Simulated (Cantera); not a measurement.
Oxide etching and cleaning by halides: CaO + HCl

A closed system holds: 1 mol CaO, 3.5 mol HCl, equilibrated at 1075 K and 7.50 Torr.

Cantera equilibrium calculation (NASA polynomials, part measured and part estimated; ideal gas, pure solids and liquids). Candidate condensed phases: Ca, CaCl2, CaO, Ca(OH)2, H2O; 21 gas species. Condensed phases not in the tables: oxide chlorides. Kinetics and transport are ignored.

```
Quantity                             Result
--------------------------------  ---------
x(HCl)                                0.600
x(H2O)                                0.400
x(CaCl2)                            2.72e-5
x(Cl)                               2.11e-5
x(H2)                               1.43e-5
x(Cl2)                              3.64e-6
n(CaCl2(l))                       1.000 mol
gas amount                        2.500 mol
log10 activity of Ca(s) (absent)     -23.21
```
